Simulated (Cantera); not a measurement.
An isothermal, constant-pressure homogeneous reactor starts with C₂H₆ : N₂ = 1 : 1.1 (molar parts), at 1250 K and 0.0132 atm. Integrator tolerance rtol = 1e-08.

Cantera simulation using GRI-Mech 3.0 (53 species, 325 reactions); the numbers are that mechanism's predictions, not measurements. GRI-Mech 3.0 stops at C3 and has no aromatics, soot or wall deposition, so with more carbon than oxygen in the feed, carbon stays in small species such as C2H2 where larger ones or solid carbon would form. Radical loss at walls, strong at low pressure, is not modelled.

### Question
What does this change do: C2H6 1 to 7.8 parts?

### Answer
```tsv
quantity	before	after
x(C₂H₆) at 200 s	4.98e-6 (gas-phase equilibrium 3.25e-6)	9.42e-6 (gas-phase equilibrium 7.98e-6)
x(HCN) at 200 s	3.12e-10 (gas-phase equilibrium 0.0809)	4.01e-11 (gas-phase equilibrium 0.0353)
x(CH₃) at 200 s	7.04e-6 (gas-phase equilibrium 4.57e-6)	9.15e-6 (gas-phase equilibrium 7.17e-6)
x(H) at 200 s	1.71e-6 (gas-phase equilibrium 2.82e-6)	2.19e-6 (gas-phase equilibrium 3.20e-6)
x(CH₄) at 200 s	0.0846 (gas-phase equilibrium 0.0374)	0.115 (gas-phase equilibrium 0.0665)
x(C₂H₂) at 200 s	0.217 (gas-phase equilibrium 0.189)	0.289 (gas-phase equilibrium 0.280)
x(CH₂) at 200 s	1.68e-11 (gas-phase equilibrium 1.61e-11)	2.08e-11 (gas-phase equilibrium 2.22e-11)
```
